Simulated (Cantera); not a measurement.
A perfectly stirred reactor is fed with CH4 : N2 = 1 : 1.3 (molar parts), at 6.38 Torr; it is held at 1800 K, and followed from long to short residence time.

Computed with Cantera and GRI-Mech 3.0 (53 species, 325 reactions). GRI-Mech 3.0 stops at C3 and has no aromatics, soot or wall deposition, so with more carbon than oxygen in the feed, carbon stays in small species such as C2H2 where larger ones or solid carbon would form. Radical loss at walls, strong at low pressure, is not modelled.

Problem. What does this change do: pressure from 6.38 Torr to 113 Torr?

Solution. 
```tsv
quantity	before	after
x(CH4) at τ = 2.40 s	0.0263	0.0111
x(CH3) at τ = 2.40 s	0.00130	0.000292
x(H2) at τ = 2.40 s	0.425	0.442
x(H) at τ = 2.40 s	0.00106	0.000578
x(C2H2) at τ = 2.40 s	0.142	0.147
x(CH4) at τ = 40.0 ms	0.244	0.0988
x(CH3) at τ = 40.0 ms	0.00650	0.00199
x(H2) at τ = 40.0 ms	0.188	0.348
x(H) at τ = 40.0 ms	0.000290	0.000358
x(C2H2) at τ = 40.0 ms	0.0546	0.115
```

Problem. What does this change do: pressure from 6.38 Torr to 0.113 Torr?

Solution. 
```json
[
 {"quantity": "x(CH4) at τ = 2.40 s", "before": "0.0263", "after": "0.221"},
 {"quantity": "x(CH3) at τ = 2.40 s", "before": "0.00130", "after": "0.00675"},
 {"quantity": "x(H2) at τ = 2.40 s", "before": "0.425", "after": "0.213"},
 {"quantity": "x(H) at τ = 2.40 s", "before": "0.00106", "after": "0.000371"},
 {"quantity": "x(C2H2) at τ = 2.40 s", "before": "0.142", "after": "0.0642"},
 {"quantity": "x(CH4) at τ = 40.0 ms", "before": "0.244", "after": "0.434"},
 {"quantity": "x(CH3) at τ = 40.0 ms", "before": "0.00650", "after": "0.000439"},
 {"quantity": "x(H2) at τ = 40.0 ms", "before": "0.188", "after": "0.000230"},
 {"quantity": "x(H) at τ = 40.0 ms", "before": "0.000290", "after": "2.21e-6"},
 {"quantity": "x(C2H2) at τ = 40.0 ms", "before": "0.0546", "after": "2.14e-7"}
]
```
